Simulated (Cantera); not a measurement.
Mixture: 7.05 % C3H8, 19.6 % O2, 73.3 % N2, at 0.780 bar, adiabatic and at constant volume. Ignition delay is the time to a rise of 400 K.

Model: GRI-Mech 3.0 (53 species, 325 reactions), integrated in Cantera. GRI-Mech 3.0 was tuned for natural gas; its chemistry of propane as a main component is partial and can be far from experiment.

Problem. At T0 = 1400 K, what is the delay, and which 5 reactions control it most (d ln τ / d ln k, from doubling and halving each rate constant)?

Solution. The delay is 0.253 ms.
```json
[
 {"reaction": "C2H5 + CH3 (+M) <=> C3H8 (+M)", "d ln τ / d ln k": "-0.57", "faster rate": "shortens it"},
 {"reaction": "C3H8 + H <=> C3H7 + H2", "d ln τ / d ln k": "0.26", "faster rate": "lengthens it"},
 {"reaction": "C2H5 + O2 <=> C2H4 + HO2", "d ln τ / d ln k": "-0.24", "faster rate": "shortens it"},
 {"reaction": "CH3 + HO2 <=> CH3O + OH", "d ln τ / d ln k": "-0.23", "faster rate": "shortens it"},
 {"reaction": "H + O2 <=> O + OH", "d ln τ / d ln k": "-0.22", "faster rate": "shortens it"}
]
```
